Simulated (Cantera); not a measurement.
A diamond (100) surface in a fixed gas of H2 with x(CH4) = 0.004, x(H) = 0.036, x(CH3) = 1.8e-05, 0.100 bar; coverages are run to steady state.

Computed with Cantera and the Harris–Goodwin 1993 mechanism for the reconstructed diamond (100) surface.

θ: site fractions in the mechanism's names (c6HH fully hydrogenated, c6H* and c6*H radical sites, c6** diradical, c6HM methylated).

```json
[
 {"T (K)": "950", "growth (µm/h)": "0.753", "θ c6HH": "0.643", "θ c6H*": "0.0148", "θ c6*H": "0.335", "θ c6**": "0.00682", "θ c6HM": "0.000339"},
 {"T (K)": "1000", "growth (µm/h)": "0.960", "θ c6HH": "0.596", "θ c6H*": "0.0191", "θ c6*H": "0.374", "θ c6**": "0.00993", "θ c6HM": "0.000274"},
 {"T (K)": "1050", "growth (µm/h)": "1.18", "θ c6HH": "0.552", "θ c6H*": "0.0237", "θ c6*H": "0.410", "θ c6**": "0.0139", "θ c6HM": "0.000223"},
 {"T (K)": "1100", "growth (µm/h)": "1.41", "θ c6HH": "0.511", "θ c6H*": "0.0287", "θ c6*H": "0.442", "θ c6**": "0.0187", "θ c6HM": "0.000181"},
 {"T (K)": "1150", "growth (µm/h)": "1.60", "θ c6HH": "0.473", "θ c6H*": "…", "θ c6*H": "0.469", "θ c6**": "…", "θ c6HM": "…"},
 {"T (K)": "1200", "growth (µm/h)": "1.69", "θ c6HH": "0.437", "θ c6H*": "0.0393", "θ c6*H": "0.492", "θ c6**": "0.0313", "θ c6HM": "0.000110"},
 {"T (K)": "1250", "growth (µm/h)": "1.63", "θ c6HH": "0.405", "θ c6H*": "…", "θ c6*H": "0.511", "θ c6**": "…", "θ c6HM": "…"},
 {"T (K)": "1300", "growth (µm/h)": "1.40", "θ c6HH": "0.376", "θ c6H*": "0.0501", "θ c6*H": "0.526", "θ c6**": "0.0474", "θ c6HM": "4.72e-5"},
 {"T (K)": "1350", "growth (µm/h)": "1.12", "θ c6HH": "0.350", "θ c6H*": "0.0554", "θ c6*H": "0.538", "θ c6**": "0.0568", "θ c6HM": "2.54e-5"},
 {"T (K)": "1400", "growth (µm/h)": "0.923", "θ c6HH": "0.326", "θ c6H*": "0.0605", "θ c6*H": "0.547", "θ c6**": "0.0669", "θ c6HM": "1.25e-5"}
]
```

Task: Some entries are withheld; supply them.

Result: 
- 1150, θ c6H*: 0.0339
- 1150, θ c6**: 0.0245
- 1150, θ c6HM: 0.000145
- 1250, θ c6H*: 0.0447
- 1250, θ c6**: 0.0389
- 1250, θ c6HM: 7.70e-5
